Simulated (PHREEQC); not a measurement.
A solution holds 0.5 mol/kgw BaCl2, at 25 °C. Closed to the air; pH follows from the charge balance.

Model: Pitzer model, pitzer.dat, run in PHREEQC.

Precipitation was switched off in this run.

Problem. Predict the activity of water, osmotic coefficient, density.

Solution. activity of water 0.975; osmotic coefficient 0.935; density 1.086 g/cm³.

Species that the database lacks are ignored.
